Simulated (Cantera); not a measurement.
**Low-pressure radical oxidation in H2/O2**

An isothermal, constant-pressure homogeneous reactor starts with 0.599 % H₂, 93.6 % O₂, 5.80 % H₂O, at 1148 K and 2670 Pa.

Model: the H2/O2 subset of GRI-Mech 3.0, which has no nitrogen chemistry, integrated in Cantera. Radical loss at walls, strong at low pressure, is not modelled.

```
t (s)        x H₂   x O₂       x H     x HO₂      x OH
--------  -------  -----  --------  --------  --------
0.000200  0.00599  0.936  1.70e-10  7.78e-10  7.01e-10
0.000493  0.00599  0.936  3.79e-10   1.94e-9   2.54e-9
0.00121   0.00599  0.936   2.01e-9   5.02e-9   1.67e-8
0.00299   0.00599  0.936   9.41e-8   3.12e-8   8.18e-7
0.00737   0.00214  0.933  0.000329   5.20e-6   0.00122
0.0182    8.56e-5  0.933  0.000165   3.76e-6  0.000862
0.0447    2.71e-5  0.935   2.99e-5   1.97e-6  0.000488
0.110     6.45e-6  0.936   3.60e-6   7.36e-7  0.000242
0.271     1.46e-6  0.936   4.07e-7   2.26e-7  0.000117
0.669     3.68e-7  0.936   5.34e-8   6.83e-8   5.96e-5
1.65      1.06e-7  0.936   8.53e-9   2.25e-8   3.23e-5
4.06      3.41e-8  0.936   1.60e-9   9.00e-9   1.85e-5
10.0      1.20e-8  0.936  3.40e-10   5.36e-9   1.10e-5
```
x: mole fraction; the columns are a selection and need not sum to one.

Equilibrium at this temperature and pressure: H₂ 1.68e-9, O₂ 0.936, H 1.81e-11, HO₂ 7.28e-9, OH 4.13e-6 (gas phase only).
